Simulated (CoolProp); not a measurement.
Vapour-liquid equilibrium of fluoroethane (R161) (1) + R227EA (2) at 231.2 K; x and y are mole fractions of (1).

Values from CoolProp's multi-fluid Helmholtz-energy mixture model, Wu 2012 and Lemmon 2016; pair parameters Bell 2016.

```csv
x,"bubble pressure, mixture model (MPa)","bubble pressure, Raoult's law (MPa)","y, mixture model","y, Raoult's law"
0.05,0.02921,0.03155,0.064,0.131
0.15,0.03097,0.03690,0.229,0.335
0.25,0.03434,0.04226,0.411,0.488
0.35,0.03921,0.04761,0.576,0.606
0.45,0.04523,0.05297,0.706,0.700
0.55,0.05194,0.05833,0.802,0.777
0.65,0.05891,0.06368,0.871,0.841
0.75,0.06584,0.06904,0.921,0.895
0.85,0.07260,0.07439,0.959,0.942
0.95,0.07918,0.07975,0.988,0.982
```

The largest gap from Raoult's law is -18.7 % in bubble pressure, at x = 0.25. No azeotrope shows between x = 0.05 and 0.95.

Pair parameters are fitted to limited data, so mixtures are less certain than the pure fluids.
